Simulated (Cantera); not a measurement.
# CuO + H2 (hydrogen reduction and annealing atmospheres)

Charge: 1 mol CuO, a varied amount of H2, at 1400 °C and 17000 Pa.

These are equilibrium values from Cantera (NASA tables, ideal gas, pure condensed phases), not measurements of a reactor. Candidate condensed phases: Cu, CuO, Cu(OH)2, Cu2O, H2O; 12 gas species. Equilibrium is a limit: real reactors are often held back by kinetics, nucleation or transport.

```
n(H2) (mol)   x H2     x H2O      x Cu       x H     x OH    x Cu2  n Cu(l)
-----------  -----  --------  --------  --------  -------  -------  -------
13           0.922    0.0769  0.000654  0.000265  1.06e-6  6.91e-7    0.991
23           0.956    0.0434  0.000654  0.000270  5.91e-7  6.91e-7    0.985
40           0.974    0.0250  0.000654  0.000273  3.36e-7  6.91e-7    0.974
69           0.985    0.0145  0.000654  0.000274  1.94e-7  6.91e-7    0.955
120          0.991   0.00833  0.000654  0.000275  1.11e-7  6.91e-7    0.921
210          0.994   0.00476  0.000654  0.000275  6.34e-8  6.91e-7    0.862
350          0.996   0.00285  0.000654  0.000276  3.80e-8  6.91e-7    0.771
610          0.997   0.00164  0.000654  0.000276  2.18e-8  6.91e-7    0.600
1100         0.998  0.000908  0.000654  0.000276  1.21e-8  6.91e-7    0.279
1800         0.999  0.000555  0.000554  0.000276  7.38e-9  4.97e-7        0
```
x: gas mole fraction; n: condensed amount in mol.

From 13 mol H2 to 1100 mol H2 the condensed part is Cu(l). At 1800 mol H2 nothing is condensed. The main Cu-bearing gas is Cu throughout. The share of Cu in condensed phases is highest at 13 mol H2 (99.1 %) and lowest at 1800 mol H2 (0.0 %).
